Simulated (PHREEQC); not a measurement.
Model water analysis in mg/L, 33 °C, pH 6.65, pe 11:

| constituent | mg/L |
|---|---|
| Na | 0.314 |
| K | 0.0818 |
| Ca | 3.35 |
| Mg | 0.0256 |
| Cl | 0.938 |
| S(6) as SO4 | 3.54 |
| Alkalinity as HCO3 | 5.15 |
| Zn | 0.0505 |
| Br | 0.0102 |
| Cd | 0.311 |
| B | 0.00196 |

Na is adjusted to close the charge balance.
Valence states are taken as typed.

The numbers come from PHREEQC with the ion-association model, phreeqc.dat.

The ionic strength comes out as 0.000308 mol/kgw.

```
species  molality  activity   log γ
-------  --------  --------  ------
HCO3-     8.44e-5   8.27e-5  -0.009
Ca+2      8.30e-5   7.65e-5  -0.035
CO2       3.84e-5   3.84e-5   0.000
SO4-2     3.63e-5   3.35e-5  -0.035
Cl-       2.64e-5   2.59e-5  -0.009
Na+       6.24e-6   6.12e-6  -0.009
Cd+2      2.73e-6   2.51e-6  -0.035
```

No solid was allowed to form. Complexes and solids missing from the database can't appear.
